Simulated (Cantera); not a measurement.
A Cantera script and what it prints.

```python
import numpy as np
import cantera as ct

gas_names = """
    CL CL2 H HCL H2 Si SiCL SiCL2 SiCL3 SiCL4 SiH SiHCL3 SiH2 SiH2CL2 SiH3 SiH3CL SiH4 Si2 Si3
""".split()
cond_names = """
    Si(cr) Si(L)
""".split()


# ... load() reads the species with a 1 bar reference pressure and builds the phases ...
atoms = {
    'SiCl4': {'Si': 1, 'CL': 4},
    'HCl': {'H': 1, 'CL': 1},
    'H2': {'H': 2},
}
top_T = {}  # K; cautious upper limits of use, not melting points


# ... equilibrate(T, P, feed) seeds the gas with the atoms and calls Mixture.equilibrate('TP', solver="vcs", rtol=1e-11, max_steps=5000) ...
results = []
feed = {'SiCl4': 1, 'HCl': 0.66, 'H2': 6.2}  # mol
P = 210000  # Pa
for T in [625, 675, 725, 775, 825, 875, 925, 975, 1025, 1075, 1125, 1175, 1225]:
    mix = equilibrate(T, P, feed)
    results.append((T, P, feed, dict(zip(mix.species_names, mix.species_moles))))

top = {s: max(r[3][s] / sum(r[3][g] for g in gas_names) for r in results) for s in gas_names}
cols = sorted((s for s in top if top[s] > 0.001), key=lambda s: -top[s])[:8]
seen = [c for c in cond_names if any(r[3].get(c, 0) > 1e-12 for r in results)]
print("log10 of partial pressures in bar; condensed amounts in mol")
print(f"{'T/K':>10s}" + "".join(f"{s[:9]:>10s}" for s in cols + seen))
for T, P, feed, n in results:
    ng = sum(n[g] for g in gas_names)
    print(f"{T:10.4g}" + "".join(f"{np.log10(max(n[s] / ng * P / 1e5, 1e-99)):10.3f}" for s in cols)
          + "".join(f"{n.get(c, 0):10.4g}" for c in seen))
```

Output:

```
log10 of partial pressures in bar; condensed amounts in mol
       T/K        H2     SiCL4       HCL    SiHCL3     SiCL3
       625     0.219    -0.573    -0.753    -3.917    -9.150
       675     0.219    -0.574    -0.753    -3.484    -8.052
       725     0.219    -0.574    -0.752    -3.114    -7.109
       775     0.219    -0.576    -0.750    -2.796    -6.291
       825     0.218    -0.578    -0.746    -2.521    -5.578
       875     0.218    -0.582    -0.741    -2.283    -4.951
       925     0.217    -0.587    -0.733    -2.077    -4.398
       975     0.216    -0.595    -0.723    -1.899    -3.909
      1025     0.214    -0.604    -0.710    -1.746    -3.476
      1075     0.212    -0.617    -0.695    -1.615    -3.092
      1125     0.210    -0.632    -0.677    -1.506    -2.751
      1175     0.207    -0.651    -0.656    -1.415    -2.449
      1225     0.204    -0.674    -0.632    -1.344    -2.184
```

Method: chemical equilibrium by Gibbs-energy minimisation in Cantera with the NASA 1993 tables (ideal gas, pure condensed phases). The tables' values for SiCl3 are old estimates; treat these amounts as uncertain.
